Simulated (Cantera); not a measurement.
A closed system holds: 1 mol Si2Cl6, 26 mol NH3, 30 mol N2, equilibrated at 8.25 Torr.

These are equilibrium values from Cantera (NASA tables, ideal gas, pure condensed phases), not measurements of a reactor. Candidate condensed phases: NH4Cl, Si, Si3N4; 28 gas species. The feed counts by its element totals alone. The numbers say what is thermodynamically allowed, not how fast it happens.

Over these rows the condensed part is Si3N4(s). Partial pressures as log10 of bar:

```csv
T (K),1000/T (1/K),log p SiCl4,log p N2,log p H2,log p HCl
723,1.3831,-6.08,-2.26,-2.32,-3.10
923,1.0834,-6.63,-2.26,-2.32,-3.10
1123,0.8905,?,-2.26,-2.32,-3.10
1323,0.7559,-7.20,-2.26,-2.32,-3.10
1523,0.6566,-7.46,-2.26,-2.32,-3.13
1723,0.5804,-8.15,-2.26,-2.32,-3.27
```

Task: Fit log p(SiCl4) = a + b·(1000/T) to the five rows, give the apparent enthalpy, and predict the row at 1123 K.

Result: Means: 1000/T = 0.8919, log p = -7.104. Sxy = 1.016412, Sxx = 0.4488440, so b = 2.26 and a = -7.104 − (2.26)×0.8919 = -9.12.
Apparent enthalpy: −19.145 × (2.26) = -43 kJ/mol. With the condensed phases at unit activity, 1/3 Si3N4(s) + 4 HCl(g) = SiCl4(g) + 2/3 N2(g) + 2 H2(g) links this pressure to the main gases: over the six rows their terms move log p by -0.68 in all, so the slope isn't that reaction's ΔH° alone. The five rows lie within 0.34 of the line; that is curvature, so one enthalpy describes this range poorly.
Prediction at 1123 K: -9.12 + (2.26)×0.8905 = -7.11. The computed value is -6.97, 0.14 from the line.
